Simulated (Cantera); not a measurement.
An isothermal plug-flow reactor at 1223 K and 1130 Torr (inlet), inlet velocity 0.068 m/s, active area per volume 2000 1/m; feed CH4 : O2 : N2 = 0.0027 : 0.062 : 0.79 (molar parts), equivalence ratio 0.087.

Computed with Cantera and Deutschmann's 1995 Pt surface mechanism with GRI-Mech 3.0 gas chemistry. Catalytic surfaces can have several steady states; this one follows from the mechanism file's or the stated starting coverage. Mass transfer to the wall is taken as infinitely fast.

One state of this run: x CH4 = 1.12e-11; x O2 = 0.0662; x H2O = 0.00631; x CO2 = 0.00315; x CO = 1.29e-9; θ free Pt = 0.444; θ O* = 0.555; θ OH* = 0.00114. x: gas mole fraction; θ: surface coverage.

Problem. Which value of z (m) does it belong to?
(A) 0.00054
(B) 4.2e-05
(C) 0.0042
(D) 0.0025

Solution. C, 0.0042
